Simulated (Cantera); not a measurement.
Cantera run:

```python
import numpy as np
import cantera as ct

gas_names = """
    AL ALCL ALCL2 ALCL3 ALO ALOCL ALO2 AL2 AL2CL6 AL2O AL2O2 CL CLO CL2 O O2 O3
""".split()
cond_names = """
    AL(cr) AL(L) ALCL3(s) ALCL3(L) AL2O3(a) AL2O3(L)
""".split()


# ... load() reads the species with a 1 bar reference pressure and builds the phases ...
atoms = {
    'Al2O3': {'AL': 2, 'O': 3},
    'Cl2': {'CL': 2},
}
top_T = {}  # K; cautious upper limits of use, not melting points


# ... equilibrate(T, P, feed) seeds the gas with the atoms and calls Mixture.equilibrate('TP', solver="vcs", rtol=1e-11, max_steps=5000) ...
results = []
T = 1900  # K
P = 13332.2  # Pa
for m in [3.8, 5.3, 7.4, 10, 14, 20, 28]:
    feed = {'Al2O3': 1, 'Cl2': m}  # mol
    mix = equilibrate(T, P, feed)
    results.append((T, P, feed, dict(zip(mix.species_names, mix.species_moles))))

top = {s: max(r[3][s] / sum(r[3][g] for g in gas_names) for r in results) for s in gas_names}
cols = sorted((s for s in top if top[s] > 1e-06), key=lambda s: -top[s])[:8]
seen = [c for c in cond_names if any(r[3].get(c, 0) > 1e-12 for r in results)]
print("log10 of partial pressures in bar; condensed amounts in mol")
print(f"{'n(Cl2)':>10s}" + "".join(f"{s[:9]:>10s}" for s in cols + seen))
for T, P, feed, n in results:
    ng = sum(n[g] for g in gas_names)
    print(f"{feed['Cl2']:10.4g}" + "".join(f"{np.log10(max(n[s] / ng * P / 1e5, 1e-99)):10.3f}" for s in cols)
          + "".join(f"{n.get(c, 0):10.4g}" for c in seen))
```

It prints:

```
log10 of partial pressures in bar; condensed amounts in mol
    n(Cl2)        CL       CL2     ALCL3        O2       CLO         O     ALOCL     ALCL2  AL2O3(a)
       3.8    -1.052    -1.491    -2.152    -2.282    -3.980    -4.666    -5.510    -5.512    0.8464
       5.3    -1.052    -1.491    -2.152    -2.282    -3.980    -4.666    -5.510    -5.512    0.7857
       7.4    -1.052    -1.491    -2.152    -2.282    -3.980    -4.666    -5.510    -5.512    0.7008
        10    -1.052    -1.491    -2.152    -2.282    -3.980    -4.666    -5.510    -5.512    0.5957
        14    -1.052    -1.491    -2.152    -2.282    -3.980    -4.666    -5.510    -5.512     0.434
        20    -1.052    -1.491    -2.152    -2.282    -3.980    -4.666    -5.510    -5.512    0.1915
        28    -1.048    -1.483    -2.207    -2.337    -4.004    -4.694    -5.600    -5.571         0
```

Equilibrium computed with Cantera from the NASA thermochemical tables; the gas is ideal and each condensed phase is pure. The tables' values for AlCl2 are old estimates; treat these amounts as uncertain.
